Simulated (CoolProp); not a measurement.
Properties of benzene at several states (Tc = 288.9 °C, pc = 4906 kPa, ω = 0.211).

The numbers come from the reference Helmholtz-energy equation of state, Thol 2012 in CoolProp.

| T (°C) | p (kPa) | phase | expansivity (1/kK) | conductivity (mW/(m K)) | fugacity coefficient |
|---|---|---|---|---|---|
| 272.05 | 103 | gas | 1.883 | 35.1 | 0.9921 |
| 55.55 | 25800 | liquid | [?] | [?] | 0.004016 |
| 236.55 | 11 | gas | 1.969 | [?] | 0.9989 |
| 92.65 | 9690 | liquid | 1.303 | 125 | 0.01969 |
| 149.85 | 4850 | liquid | [?] | [?] | 0.1222 |
| 337.15 | 83.5 | gas | 1.663 | 42.2 | 0.9956 |

Task: What belongs in the gaps?

Result: 
- 55.55, expansivity (1/kK): 1.090
- 55.55, conductivity (mW/(m K)): 141
- 236.55, conductivity (mW/(m K)): 31.1
- 149.85, expansivity (1/kK): 1.671
- 149.85, conductivity (mW/(m K)): 106

Thermal conductivity comes from a separate model (Assael 2012).
